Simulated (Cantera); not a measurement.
Charge: 1 mol Cu2O, 0.65 mol H2, held at 1925 K and 0.100 bar.

Method: chemical equilibrium by Gibbs-energy minimisation in Cantera with the NASA 1993 tables (ideal gas, pure condensed phases). Each liquid is taken as pure. Mutual solubility and eutectic melting of coexisting phases are not modelled. Kinetics and transport are ignored.

```csv
species,before,after
H2O,0.886,0.946
O2,0.0849,0.0253
Cu,0.0208,0.0208
H2,0.00154,0.00301
CuO,0.000221,0.000121
O,0.000339,0.000185
H,0.000119,0.000166
OH,0.00590,0.00450
Cu2,6.60e-5,6.60e-5
"Cu(l), mol",1.54,1.98
"Cu2O(l), mol",0.225,0
```
Gas species are given as mole fractions.

Question: Which change was made?
A) H2 from 0.65 to 0.95 mol
B) temperature from 1925 K to 825 K
C) pressure from 0.100 bar to 2.10 mbar
D) temperature from 1925 K to 1025 K

Answer: A, H2 from 0.65 to 0.95 mol
